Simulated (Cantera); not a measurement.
Feed: 1 mol SiH2Cl2, 0.2 mol C2H2, 2.2 mol H2, equilibrated at 1330 Pa.

Equilibrium computed with Cantera from the NASA thermochemical tables; the gas is ideal and each condensed phase is pure. Candidate condensed phases: C, C6H6, C7H8, C8H18, Si, SiC; 109 gas species. Mutual solubility and eutectic melting of coexisting phases are not modelled. Rates play no part.

Over these rows the condensed part is Si(s) + SiC(s). Partial pressures as log10 of bar:

| T (K) | 1000/T (1/K) | log p SiHCl3 | log p H2 | log p HCl | log p SiCl4 | log p SiCl2 |
|---|---|---|---|---|---|---|
| 1075 | 0.9302 | -3.66 | -1.96 | -3.12 | -2.92 | -3.99 |
| 1150 | 0.8696 | -3.75 | -1.98 | -2.93 | -3.02 | -3.54 |
| 1225 | 0.8163 | -3.91 | -2.00 | -2.79 | -3.20 | -3.20 |
| 1300 | 0.7692 | -4.15 | -2.01 | -2.71 | -3.50 | -2.97 |
| 1375 | 0.7273 | ? | -2.03 | -2.67 | -3.93 | -2.84 |
| 1450 | 0.6897 | -4.86 | -2.03 | -2.65 | -4.41 | -2.78 |

Task: Fit log p(SiHCl3) = a + b·(1000/T) to the five rows, give the apparent enthalpy, and predict the row at 1375 K.

Result: Means: 1000/T = 0.8150, log p = -4.066. Sxy = 0.167563, Sxx = 0.0340516, so b = 4.92 and a = -4.066 − (4.92)×0.8150 = -8.08.
Apparent enthalpy: −19.145 × (4.92) = -94 kJ/mol. With the condensed phases at unit activity, Si(s) + 3 HCl(g) = SiHCl3(g) + H2(g) links this pressure to the main gases: over the six rows their terms move log p by +1.48 in all, so the slope isn't that reaction's ΔH° alone. The five rows lie within 0.17 of the line; that is curvature, so one enthalpy describes this range poorly.
Prediction at 1375 K: -8.08 + (4.92)×0.7273 = -4.50. The computed value is -4.48, 0.02 from the line.
